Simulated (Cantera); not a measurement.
Charge: 1 mol SiCl4, 0.38 mol C2H2, 390 mol H2, equilibrated at 0.470 bar.

Equilibrium computed with Cantera from the NASA thermochemical tables; the gas is ideal and each condensed phase is pure. Candidate condensed phases: C, C6H6, C7H8, C8H18, Si, SiC; 109 gas species. Mutual solubility and eutectic melting of coexisting phases are not modelled. Rates play no part.

Q: At 1625 K, list the 4 most abundant gas species with their mole fractions, and the condensed phases.

A: H2 0.990, HCl 0.00953, SiCl2 0.000322, H 0.000102. Condensed: Si(s) + SiC(s).
